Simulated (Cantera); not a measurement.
**Thermodynamics of nitride etching, feed BN + H2 + N2**

Feed: 1 mol BN, 240 mol H2, 0.61 mol N2, equilibrated at 1625 K and 10000 Pa.

These are equilibrium values from Cantera (NASA tables, ideal gas, pure condensed phases), not measurements of a reactor. Candidate condensed phases: B, BN; 15 gas species. Equilibrium is a limit: real reactors are often held back by kinetics, nucleation or transport.

```json
{
 "x(H2)": "0.997",
 "x(N2)": "0.00254",
 "x(H)": "0.000223",
 "n(BN(s))": "1.000 mol",
 "gas_amount": "240.6 mol",
 "log10 activity of B(s) (absent)": "-1.67"
}
```
